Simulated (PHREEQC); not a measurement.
Consider water at 25 °C with 0.07 mol HF, 3.2e-05 mol NH4F, 0.036 mol H2SiF6 and 0.00013 mol HCl per kg of water. Closed to the air; pH follows from the charge balance.

Equilibrium calculation in PHREEQC: ion-association model, phreeqc.dat.

Precipitation was switched off in this run.

Q: What pH, density does the model give?

A: pH 1.22; density 1.001 g/cm³.

Q: In which forms is F present?

A: SiF6-2 76 %, HF 24 % of the F.

Complexes and solids missing from the database can't appear. SiF6-2 is the database's only silicon fluoride.
